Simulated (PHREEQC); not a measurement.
Dissolve 0.0042 mol/kgw HBr and 0.0033 mol/kgw CuSO4 at 25 °C. Closed to the air; pH follows from the charge balance.

The numbers come from PHREEQC with the ion-association model, wateq4f.dat.

```tsv
quantity	before	after
pH	2.48	5.10
ionic strength (mol/kgw)	0.0143	0.0150
SO4-2 (mol/kgw)	0.00227	0.00269
HSO4- (mol/kgw)	0.000516	1.44e-6
```

Task: What was changed between the two runs?
A. HBr from 0.0042 to 0.00462 mol/kgw
B. CuSO4 replaced by CdSO4 at the same molality
C. temperature from 25 to 20 °C
D. HBr replaced by NaBr at the same molality
E. HBr from 0.0042 to 0.0063 mol/kgw

Result: D, HBr replaced by NaBr at the same molality

No solid was allowed to form. Some of these states are supersaturated (in Brochantite, Antlerite, for instance).
